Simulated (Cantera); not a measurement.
A Cantera script and its output.

```python
import numpy as np
import cantera as ct

gas = ct.Solution("gri30.yaml")
gas.TPX = 400, 20000, {'CH4': 1, 'O2': 2.17, 'N2': 8.17, 'H2O': 3.1}
flame = ct.FreeFlame(gas, width=0.12)
flame.set_refine_criteria(ratio=3, slope=0.08, curve=0.16)
flame.transport_model = "mixture-averaged"
flame.solve(loglevel=0, auto=True)
z, T = flame.grid, flame.T
thick = (T[-1] - T[0]) / np.gradient(T, z).max()
show = ['CH4', 'O2', 'H2O', 'HO2', 'H2', 'O']
print(f"laminar burning velocity  {flame.velocity[0] * 100:.3f} cm/s")
print(f"burnt temperature         {T[-1]:.1f} K")
print(f"thermal thickness         {thick * 1e3:.4f} mm")
print(f"grid points               {len(z)}")
z0 = z[flame.heat_release_rate.argmax()]
print(f"{'z/mm':>9s}{'T/K':>9s}{'u/(m/s)':>9s}" + "".join(f"{s:>11s}" for s in show))
rows = []
for k in (-3, -2, -1.5, -1, -0.5, -0.25, 0, 0.25, 0.5, 1, 2, 4, 8):
    zz = z0 + k * thick
    rows.append([k * thick, np.interp(zz, z, T), np.interp(zz, z, flame.velocity),
                 *(np.interp(zz, z, flame.X[gas.species_index(s)]) for s in show)])
    print(f"{rows[-1][0] * 1e3:9.3f}{rows[-1][1]:9.1f}{rows[-1][2]:9.3f}" + "".join(f"{x:11.3e}" for x in rows[-1][3:]))
```

It prints:

```
laminar burning velocity  37.046 cm/s
burnt temperature         1844.9 K
thermal thickness         2.9490 mm
grid points               141
     z/mm      T/K  u/(m/s)        CH4         O2        H2O        HO2         H2          O
   -8.847    400.1    0.371  6.919e-02  1.502e-01  2.145e-01  2.460e-08  7.019e-04  8.704e-12
   -5.898    401.6    0.373  6.899e-02  1.499e-01  2.145e-01  3.432e-07  2.086e-03  1.123e-10
   -4.424    408.1    0.379  6.847e-02  1.492e-01  2.150e-01  1.802e-06  3.817e-03  6.110e-10
   -2.949    458.7    0.428  6.539e-02  1.456e-01  2.202e-01  1.549e-05  7.265e-03  1.062e-08
   -1.475    790.2    0.746  4.697e-02  1.201e-01  2.515e-01  7.126e-05  1.287e-02  2.690e-06
   -0.737   1125.1    1.068  2.646e-02  8.873e-02  2.826e-01  7.026e-05  1.576e-02  4.367e-05
    0.000   1438.1    1.369  5.961e-03  5.126e-02  3.137e-01  4.829e-05  1.639e-02  4.379e-04
    0.737   1557.4    1.477  3.028e-04  3.121e-02  3.263e-01  8.147e-06  1.338e-02  1.491e-03
    1.475   1596.2    1.507  7.643e-06  2.537e-02  3.285e-01  4.431e-06  1.203e-02  1.793e-03
    2.949   1643.2    1.544  8.355e-09  2.197e-02  3.305e-01  3.434e-06  1.120e-02  1.606e-03
    5.898   1697.9    1.591  1.383e-13  1.938e-02  3.350e-01  2.534e-06  9.312e-03  1.180e-03
   11.796   1752.3    1.637  3.119e-18  1.687e-02  3.407e-01  1.668e-06  6.704e-03  7.323e-04
   23.592   1796.0    1.673  5.038e-19  1.475e-02  3.455e-01  9.892e-07  4.234e-03  4.011e-04
```

Cantera simulation using GRI-Mech 3.0 (53 species, 325 reactions); the numbers are that mechanism's predictions, not measurements. Burning velocities carry a grid error of a few per cent, more on coarse grids.
